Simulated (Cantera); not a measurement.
Cantera run:

```python
import numpy as np
import cantera as ct

gas_names = """
    NH3 O2 N2 HBO2
""".split()
cond_names = """
    B(b) B(L)
""".split()


# ... load() reads the species with a 1 bar reference pressure and builds the phases ...
species = {s.name: s for s in load("nasa_gas.yaml", gas_names) + load("nasa_condensed.yaml", cond_names)}
# Each term lists the table entries of one substance; the one whose range holds T is used.
reactions = {
    '6 B + 2 NH3(g) + 6 O2(g) = N2(g) + 6 HBO2(g)':
        [(-6, ['B(b)', 'B(L)']), (-2, ['NH3']), (-6, ['O2']), (1, ['N2']), (6, ['HBO2'])],
}


def pick(names, T):
    return next(species[n] for n in names if species[n].thermo.min_temp <= T <= species[n].thermo.max_temp)


results = []
for label, terms in reactions.items():
    print(label)
    print("     T/K   dH/kJ  dS/(J/K)   dG/kJ   log10 K")
    for T in [1298, 1348, 1398, 1448, 1498, 1548, 1598, 1648]:
        used = [(nu, pick(names, T)) for nu, names in terms]
        dH = sum(nu * s.thermo.h(T) for nu, s in used) / 1e6
        dS = sum(nu * s.thermo.s(T) for nu, s in used) / 1e3
        dG = dH - T * dS / 1e3
        logK = -dG * 1e6 / (ct.gas_constant * T * np.log(10))
        results.append((label, T, dH, dS, dG, logK, [s.name for _, s in used]))
        print(f"{T:8g} {dH:8.1f} {dS:8.1f} {dG:8.1f} {logK:8.2f}")
```

It prints:

```
6 B + 2 NH3(g) + 6 O2(g) = N2(g) + 6 HBO2(g)
     T/K   dH/kJ  dS/(J/K)   dG/kJ   log10 K
    1298  -3311.8    -79.1  -3209.1   129.14
    1348  -3313.9    -80.7  -3205.1   124.20
    1398  -3316.0    -82.2  -3201.1   119.60
    1448  -3318.0    -83.7  -3196.9   115.32
    1498  -3320.2    -85.1  -3192.7   111.33
    1548  -3322.3    -86.5  -3188.4   107.59
    1598  -3324.5    -87.9  -3184.1   104.08
    1648  -3326.7    -89.3  -3179.6   100.78
```

Cantera with NASA thermochemical tables; ideal gases at 1 bar, condensed phases pure. Condensed species are held in their standard states even where they would react or evaporate.
